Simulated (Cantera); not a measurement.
## Carbon deposition, reforming and gasification: toluene + H2O + N2

Input: 1 mol toluene, 0.71 mol H2O, 0.18 mol N2, held at 58.0 bar.

These are equilibrium values from Cantera (NASA tables, ideal gas, pure condensed phases), not measurements of a reactor. Candidate condensed phases: C, C6H6, C7H8, C8H18, H2O; 136 gas species. The ideal-gas law is rough above about 30 bar. Kinetics and transport are ignored.

| T (°C) | log p H2 | log p CH4 | log p CO | log p H2O | log p N2 | log p C2H2 (acetylene) | log p HCN | log p H | log p CO2 | n C(graphite) |
|---|---|---|---|---|---|---|---|---|---|---|
| 852 | 1.41 | 1.29 | 0.54 | 0.76 | 0.43 | -6.23 | -3.59 | -6.65 | -0.15 | 5.43 |
| 1052 | 1.58 | 0.98 | 0.82 | 0.26 | 0.35 | -4.49 | -2.62 | -5.00 | -0.77 | 5.68 |
| 1252 | 1.64 | 0.64 | 0.87 | -0.33 | 0.30 | -3.28 | -1.93 | -3.81 | -1.53 | 5.94 |
| 1452 | 1.67 | 0.33 | 0.87 | -0.84 | 0.28 | -2.37 | -1.40 | -2.90 | -2.17 | 6.10 |
| 1652 | 1.67 | 0.07 | 0.87 | -1.25 | 0.27 | -1.66 | -0.99 | -2.18 | -2.69 | 6.17 |
| 1852 | 1.68 | -0.15 | 0.87 | -1.58 | 0.25 | -1.10 | -0.67 | -1.60 | -3.09 | 6.18 |
| 2052 | 1.68 | -0.33 | 0.87 | -1.86 | 0.22 | -0.63 | -0.41 | -1.12 | -3.43 | 6.16 |
| 2252 | 1.67 | -0.49 | 0.87 | -2.10 | 0.18 | -0.25 | -0.20 | -0.72 | -3.70 | 6.07 |
| 2452 | 1.67 | -0.64 | 0.87 | -2.30 | 0.12 | 0.08 | -0.03 | -0.37 | -3.93 | 5.92 |
| 2652 | 1.65 | -0.77 | 0.86 | -2.48 | 0.05 | 0.35 | 0.09 | -0.08 | -4.13 | 5.67 |
log p: log10 of the partial pressure in bar; n: condensed amount in mol.

From 852 °C to 2652 °C the condensed part is C(graphite). The main C-bearing gas is CH4 at 852 °C and CO at 2652 °C. The share of C in condensed phases is highest at 1852 °C (88.3 %) and lowest at 852 °C (77.5 %).
